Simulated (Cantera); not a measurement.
# Adiabatic ignition

An adiabatic, constant-pressure homogeneous reactor starts with 4.03 % C3H8, 20.2 % O2, 75.8 % N2, at 1148 K and 1.01 bar.

Detailed kinetics in Cantera: GRI-Mech 3.0 (53 species, 325 reactions). GRI-Mech 3.0 was tuned for natural gas; its chemistry of propane as a main component is partial and can be far from experiment.

```json
[
 {"t (s)": "2.00e-6", "T (K)": "1148", "x C3H8": "0.0403", "x O2": "0.202", "x HCN": "<1e-12", "x HO2": "2.47e-8", "x O": "1.09e-10"},
 {"t (s)": "5.16e-6", "T (K)": "1148", "x C3H8": "0.0403", "x O2": "0.202", "x HCN": "<1e-12", "x HO2": "1.17e-7", "x O": "2.57e-10"},
 {"t (s)": "1.33e-5", "T (K)": "1148", "x C3H8": "0.0403", "x O2": "0.202", "x HCN": "<1e-12", "x HO2": "4.29e-7", "x O": "3.42e-10"},
 {"t (s)": "3.44e-5", "T (K)": "1148", "x C3H8": "0.0403", "x O2": "0.202", "x HCN": "<1e-12", "x HO2": "1.25e-6", "x O": "4.30e-10"},
 {"t (s)": "8.87e-5", "T (K)": "1148", "x C3H8": "0.0403", "x O2": "0.202", "x HCN": "<1e-12", "x HO2": "3.15e-6", "x O": "7.80e-10"},
 {"t (s)": "0.000229", "T (K)": "1148", "x C3H8": "0.0403", "x O2": "0.202", "x HCN": "<1e-12", "x HO2": "5.96e-6", "x O": "2.25e-9"},
 {"t (s)": "0.000591", "T (K)": "1148", "x C3H8": "0.0402", "x O2": "0.202", "x HCN": "<1e-12", "x HO2": "5.02e-6", "x O": "3.97e-9"},
 {"t (s)": "0.00152", "T (K)": "1148", "x C3H8": "0.0399", "x O2": "0.201", "x HCN": "<1e-12", "x HO2": "4.93e-6", "x O": "4.31e-9"},
 {"t (s)": "0.00394", "T (K)": "1148", "x C3H8": "0.0392", "x O2": "0.201", "x HCN": "<1e-12", "x HO2": "6.11e-6", "x O": "5.56e-9"},
 {"t (s)": "0.0102", "T (K)": "1151", "x C3H8": "0.0364", "x O2": "0.199", "x HCN": "<1e-12", "x HO2": "1.11e-5", "x O": "1.20e-8"},
 {"t (s)": "0.0262", "T (K)": "2629", "x C3H8": "<1e-12", "x O2": "0.0175", "x HCN": "5.22e-10", "x HO2": "3.50e-6", "x O": "0.00351"},
 {"t (s)": "0.0676", "T (K)": "2627", "x C3H8": "<1e-12", "x O2": "0.0172", "x HCN": "5.78e-10", "x HO2": "3.43e-6", "x O": "0.00344"},
 {"t (s)": "0.175", "T (K)": "2627", "x C3H8": "<1e-12", "x O2": "0.0172", "x HCN": "5.78e-10", "x HO2": "3.43e-6", "x O": "0.00344"},
 {"t (s)": "0.450", "T (K)": "2627", "x C3H8": "<1e-12", "x O2": "0.0172", "x HCN": "5.78e-10", "x HO2": "3.43e-6", "x O": "0.00344"},
 {"t (s)": "1.16", "T (K)": "2627", "x C3H8": "<1e-12", "x O2": "0.0172", "x HCN": "5.78e-10", "x HO2": "3.43e-6", "x O": "0.00344"},
 {"t (s)": "3.00", "T (K)": "2627", "x C3H8": "<1e-12", "x O2": "0.0172", "x HCN": "5.78e-10", "x HO2": "3.43e-6", "x O": "0.00344"}
]
```
x: mole fraction; the columns are a selection and need not sum to one.

| Item | Result |
|---|---|
| time of steepest temperature rise | 18.7 ms |
| temperature at 3.00 s | 2627 K |
| equilibrium temperature | 2627 K |
| x(C3H8) at 3.00 s | <1e-12 (gas-phase equilibrium <1e-12) |
| x(O2) at 3.00 s | 0.0172 (gas-phase equilibrium 0.0172) |
| x(HCN) at 3.00 s | 5.78e-10 (gas-phase equilibrium 5.78e-10) |
